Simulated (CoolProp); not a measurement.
n-decane at several states: density (kg/m³) from the reference equation and from simpler models built on Tc = 617.7 K, pc = 2101 kPa, ω = 0.488; each cubic takes its own stable root.

Computed with CoolProp (reference Helmholtz-energy equation of state, Lemmon 2006). It is a short technical equation, of lower accuracy than the large ones.

```
T (K)  p (kPa)   phase  reference  van der Waals  Redlich-Kwong  Soave-Redlich-Kwong  Peng-Robinson
-----  -------  ------  ---------  -------------  -------------  -------------------  -------------
527.1     67.7     gas      2.246          2.229          2.237                2.242          2.245
304.6     14.5  liquid      721.4         0.8231          569.1                594.5          667.6
604.9    10200  liquid      490.3          324.1          417.6                420.7          469.3
560.2     15.1     gas     0.4630         0.4625         0.4628               0.4629         0.4630
```

At some of these states van der Waals gives the other phase, because its saturation line lies elsewhere.
